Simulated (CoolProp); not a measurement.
Saturation properties of 1-butene (Tc = 419.3 K, pc = 4.006 MPa, ω = 0.192).

Computed with CoolProp (reference Helmholtz-energy equation of state, Lemmon 2005). It is a short technical equation, of lower accuracy than the large ones.

```tsv
T (K)	p (MPa)	enthalpy of vaporisation (kJ/kg)	liquid cp (kJ/(kg K))	vapour Z
195.2	0.001808	454.4	1.954	0.9975
212.3	0.006317	440.0	1.993	0.9938
229.5	0.01790	425.5	2.039	0.9871
246.7	0.04290	410.6	2.093	0.9764
263.9	0.09021	?	2.155	0.9610
281.1	0.1710	378.3	2.227	0.9400
298.3	0.2986	360.2	2.310	0.9129
315.5	0.4874	340.3	2.408	0.8789
332.7	0.7536	?	2.526	?
349.9	1.114	292.0	2.678	0.7866
367.1	1.589	261.4	2.890	0.7249
384.3	2.199	223.4	3.244	0.6480
```

Q: Fill in the missing entries.

A: 
- 263.9, enthalpy of vaporisation (kJ/kg): 395.0
- 332.7, enthalpy of vaporisation (kJ/kg): 317.8
- 332.7, vapour Z: 0.8372

It boils at 266.8 K under 1 atm.
